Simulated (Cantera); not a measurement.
A perfectly stirred reactor is fed with N2O : N2 = 1 : 0.56 (molar parts), at 1.00 bar; it is held at 1550 K, and followed from long to short residence time.

Model: GRI-Mech 3.0 (53 species, 325 reactions), integrated in Cantera. GRI-Mech 3.0 was tuned for natural gas; its chemistry of N2O as a main component is partial and can be far from experiment. The temperature is held fixed by assumption; the heat of reaction is taken as removed at once.

Question: What does this change do: 0.054 parts H2O added?

Answer: 
```
quantity                 before     after
---------------------  --------  --------
x(N2O) at τ = 27.0 s   0.000349  0.000298
x(NO) at τ = 27.0 s      0.0149    0.0122
x(O) at τ = 27.0 s      6.70e-6   6.34e-6
x(NO2) at τ = 27.0 s    7.77e-5   6.10e-5
x(N2) at τ = 27.0 s       0.750     0.732
x(N2O) at τ = 0.180 s    0.0375    0.0317
x(NO) at τ = 0.180 s     0.0706    0.0565
x(O) at τ = 0.180 s     4.30e-5   4.06e-5
x(NO2) at τ = 0.180 s  0.000414  0.000348
x(N2) at τ = 0.180 s      0.699     0.690
```
